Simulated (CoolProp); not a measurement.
R236EA along the isotherm 138.85 °C: fugacity coefficient from the reference equation and from simpler models built on Tc = 139.3 °C, pc = 3414 kPa, ω = 0.368; each cubic takes its own stable root.

Model: reference Helmholtz-energy equation of state, Rui 2013, in CoolProp.

```
p (kPa)   phase  reference  Soave-Redlich-Kwong  Peng-Robinson
-------  ------  ---------  -------------------  -------------
667         gas     0.9333               0.9340         0.9270
1330        gas     0.8682               0.8697         0.8570
2000        gas     0.8032               0.8055         0.7882
2670        gas     0.7375               0.7410         0.7203
4000     liquid     0.5790               0.5895         0.5671
4670     liquid     0.5126               0.5259         0.5038
5330     liquid     0.4633               0.4783         0.4566
6000     liquid     0.4244               0.4406         0.4190
```
